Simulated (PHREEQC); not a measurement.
A column of 0.1 m (40 cells, dispersivity 0.005 m, 3600 s a shift, diffusion coefficient 3e-10 m²/s) holds 0.0024 eq of the database's cation exchanger X per kg of pore water, first in equilibrium with 0.0023 mol/kgw ZnCl2, 0.0059 mol/kgw CdCl2, 0.00032 mol/kgw KCl and 1e-05 mol/kgw HCl. It is flushed with 0.0012 mol/kgw ZnSO4 and 1e-05 mol/kgw HCl, at 25 °C. Values are for the last cell. The system is closed to CO2. Nothing may precipitate in this run.

Base run: PHREEQC, ion-association model, phreeqc.dat. Each further column changes one thing. The table gives K in solution (mol/kgw).

```json
[
 {"pore volumes": "0", "base": "0.000320", "exchange capacity from 0.0024 to 0.0012 eq/kgw": "0.000320", "dispersivity from 0.005 to 0.01 m": "0.000320"},
 {"pore volumes": "0.6375", "base": "0.000293", "exchange capacity from 0.0024 to 0.0012 eq/kgw": "0.000290", "dispersivity from 0.005 to 0.01 m": "0.000265"},
 {"pore volumes": "1.387", "base": "5.42e-5", "exchange capacity from 0.0024 to 0.0012 eq/kgw": "4.61e-5", "dispersivity from 0.005 to 0.01 m": "6.58e-5"},
 {"pore volumes": "2.013", "base": "6.68e-6", "exchange capacity from 0.0024 to 0.0012 eq/kgw": "4.52e-6", "dispersivity from 0.005 to 0.01 m": "1.57e-5"},
 {"pore volumes": "2.638", "base": "6.58e-7", "exchange capacity from 0.0024 to 0.0012 eq/kgw": "3.53e-7", "dispersivity from 0.005 to 0.01 m": "3.58e-6"},
 {"pore volumes": "3.388", "base": "3.53e-8", "exchange capacity from 0.0024 to 0.0012 eq/kgw": "1.45e-8", "dispersivity from 0.005 to 0.01 m": "5.86e-7"},
 {"pore volumes": "4.013", "base": "2.92e-9", "exchange capacity from 0.0024 to 0.0012 eq/kgw": "9.72e-10", "dispersivity from 0.005 to 0.01 m": "1.28e-7"}
]
```
